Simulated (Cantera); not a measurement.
**Ammonia decomposition in nitride growth gas**

A perfectly stirred reactor is fed with 84.7 % NH3, 15.3 % N2, at 25000 Pa; it is held at 2250 K, and followed from long to short residence time.

Detailed kinetics in Cantera: the gas-phase N/H chemistry of the illustrative SiF4/NH3 mechanism in the Surface Chemkin manual (1991). Walls and surfaces, which speed up NH3 decomposition in real reactors, are not modelled.

```
τ (s)       x NH3    x N2H4    x H2      x N       x H
-------  --------  --------  ------  -------  --------
15       0.000266  3.98e-12   0.678  5.30e-6    0.0118
2.9      0.000891  2.94e-11   0.679  9.39e-6   0.00956
0.54      0.00995  5.92e-10   0.677  6.67e-6   0.00382
0.10       0.0677   6.87e-9   0.631  5.39e-6   0.00179
0.019       0.271   4.47e-8   0.467  4.75e-6  0.000845
0.0036      0.604   1.46e-7   0.196  3.20e-6  0.000291
0.00068     0.789   2.49e-7  0.0453  1.02e-6   7.29e-5
```
x: mole fraction; the columns are a selection and need not sum to one.
